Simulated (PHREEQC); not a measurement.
Make-up at 25 °C: 0.0066 mol/kgw H3BO3, 0.073 mol/kgw KOH and 0.013 mol/kgw LiCl. Closed to the air; pH follows from the charge balance.

All values are PHREEQC results (ion-association model, phreeqc.dat), not measurements.

This is a speciation only: nothing precipitates in the calculation.

Predict the pH.

pH 12.71.

Complexes and solids missing from the database can't appear.
